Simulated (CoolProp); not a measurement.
A simple Rankine cycle with n-hexane: condensing at 307.15 K, boiler at 0.616 MPa, turbine inlet 563.1 K, turbine efficiency 0.75, pump efficiency 0.8, no recuperator. Each further row changes one setting.

Computed with CoolProp (reference Helmholtz-energy equation of state, Thol 2019).

```tsv
case	thermal efficiency (%)	net work (kJ/kg)	heat in (kJ/kg)	turbine exit temperature (K)	volume ratio over the turbine
as stated	12.2	114	930	516.8	20.2
turbine inlet 583.1 K	___	118	987	536.6	20.1
condensing temperature 299.15 K	13.3	126	___	___	28.0
boiler pressure 0.431 MPa	10.9	102	933	522.7	14.1
turbine efficiency 0.65	10.6	98.5	930	522.7	20.4
```

Problem. Fill in the missing entries.

Solution. 
- turbine inlet 583.1 K, thermal efficiency (%): 12.0
- condensing temperature 299.15 K, heat in (kJ/kg): 948
- condensing temperature 299.15 K, turbine exit temperature (K): 512.1
